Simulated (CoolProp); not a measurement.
A single-stage vapour-compression cycle with the fluid: evaporating at 263.15 K (dew point), condensing at 305.15 K (bubble point), superheat 8 K, subcooling 8 K, compressor efficiency 0.8, no pressure losses. The same conditions are run with several fluids, on thermodynamics alone (safety and materials aside).

Model: reference Helmholtz-energy equation of state of each fluid (n-butane: Bücker 2006; R11: Jacobsen 1992; sulfur hexafluoride: Guder 2009; cis-2-butene: Lemmon 2005; carbonyl sulfide: Lemmon 2006; R115: Lemmon 2016), in CoolProp.

```csv
fluid,cooling COP,pressure ratio,discharge temperature (K),refrigerating effect (kJ/kg),volumetric capacity (kJ/m³)
n-butane,4.52,4.32,318.7,327,603
R11,4.61,5.25,336.5,168,267
sulfur hexafluoride,3.59,2.96,316.5,60.2,4400
cis-2-butene,4.57,4.58,330.3,364,540
carbonyl sulfide,4.31,3.18,360.0,241,3310
R115,4.12,3.40,311.1,83.5,1990
```
